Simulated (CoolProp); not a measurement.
Vapour-liquid equilibrium of ethanol (1) + dimethyl carbonate (2) at 0.569 MPa; x and y are mole fractions of (1).

The numbers come from the multi-fluid Helmholtz-energy mixture model, Schroeder 2014 and Zhou 2011; pair parameters Bell 2016 in CoolProp.

Task: Give the bubble temperature and the first vapour's composition at x = 0.15, 0.45, 0.95. Is there an azeotrope?

Result: x = 0.15: 414.8 K, y = 0.351; x = 0.45: 404.6 K, y = 0.613; x = 0.95: 402.2 K, y = 0.936. y crosses x between x = 0.75 and 0.85: the model has an azeotrope there.

The pair parameters rest on a limited set of measurements; away from them the model extrapolates.
